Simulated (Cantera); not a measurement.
A Cantera script and what it prints.

```python
import numpy as np
import cantera as ct

gas_names = """
    H HNO HNO2 HNO3 HO2 H2 H2O H2O2 N NH NH2 NH3 NH2OH NO NO2 NO3 N2 N2H2 N2H4 N2O O OH O2 O3
""".split()
cond_names = """
    H2O(s) H2O(L)
""".split()


# ... load() reads the species with a 1 bar reference pressure and builds the phases ...
atoms = {
    'N2O': {'N': 2, 'O': 1},
    'H2O': {'H': 2, 'O': 1},
    'H2': {'H': 2},
}
top_T = {}  # K; cautious upper limits of use, not melting points


# ... equilibrate(T, P, feed) seeds the gas with the atoms and calls Mixture.equilibrate('TP', solver="vcs", rtol=1e-11, max_steps=5000) ...
results = []
feed = {'N2O': 1, 'H2O': 6.1, 'H2': 0.64}  # mol
T = 923  # K
P = 940  # Pa
mix = equilibrate(T, P, feed)
results.append((T, P, feed, dict(zip(mix.species_names, mix.species_moles))))
print(gas.report(threshold=1e-06))
for i in range(1, mix.n_phases):
    print(f"{mix.phase(i).name:16s} {mix.phase_moles(i):12.5e} mol")
```

Result:

```
       temperature   923 K
          pressure   940 Pa
           density   0.0024002 kg/m^3
  mean mol. weight   19.595 kg/kmol
   phase of matter   gas

                          1 kg             1 kmol
                     ---------------   ---------------
          enthalpy       -9.3639e+06       -1.8349e+08  J
   internal energy       -9.7556e+06       -1.9116e+08  J
           entropy             13884        2.7207e+05  J/K
    Gibbs function       -2.2179e+07       -4.3461e+08  J
 heat capacity c_p            1997.3             39137  J/K
 heat capacity c_v              1573             30823  J/K

                      mass frac. Y      mole frac. X     chem. pot. / RT
                     ---------------   ---------------   ---------------
               H2O           0.78238           0.85101           -60.959
                NO        2.5209e-06        1.6463e-06           -33.099
                N2           0.18051           0.12626           -31.396
                O2          0.037111          0.022726           -34.803
     [  +20 minor]        1.1723e-07        1.2666e-07
```

Method: chemical equilibrium by Gibbs-energy minimisation in Cantera with the NASA 1993 tables (ideal gas, pure condensed phases).
